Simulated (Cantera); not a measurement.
Input: 1 mol V, 0.039 mol H2O, held at 18.0 Torr.

Equilibrium computed with Cantera from the NASA thermochemical tables; the gas is ideal and each condensed phase is pure. Candidate condensed phases: H2O, V, VO, V2O3, V2O4, V2O5; 12 gas species. Mutual solubility and eutectic melting of coexisting phases are not modelled. VO: taken at fixed stoichiometry. Condensed phases not in the tables: N, O or C dissolved in the metal. Rates play no part.

### Question
At 2150 K, list the 6 most abundant gas species with their mole fractions, and the condensed phases.

### Answer
H2 0.971, H 0.0268, V 0.000789, VO 0.000610, H2O 0.000557, VO2 5.19e-5. Condensed: V(s) + VO(l).
